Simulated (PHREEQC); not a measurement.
**Metal-bearing waste water (model solution)**

Consider water at 25 °C with 50 mmol/kgw FeSO4, 2.4 mmol/kgw NiCl2, 4.4 mmol/kgw H2SO4 and 21 mmol/kgw Na2SO4. Closed to the air; pH follows from the charge balance.

Equilibrium calculation in PHREEQC: ion-association model, wateq4f.dat.

```yaml
pH: 2.57
ionic_strength: 0.174 mol/kgw
total_alkalinity: -8.80 meq/kg
```

```
species  molality  activity   log γ
-------  --------  --------  ------
SO4-2      0.0444    0.0136  -0.512
Na+        0.0393    0.0295  -0.124
Fe+2       0.0275   0.00939  -0.467
FeSO4      0.0219    0.0228   0.017
HSO4-     0.00488   0.00360  -0.132
Cl-       0.00474   0.00342  -0.141
H+        0.00338   0.00272  -0.095
NaSO4-    0.00267   0.00202  -0.122
```

No solid was allowed to form.
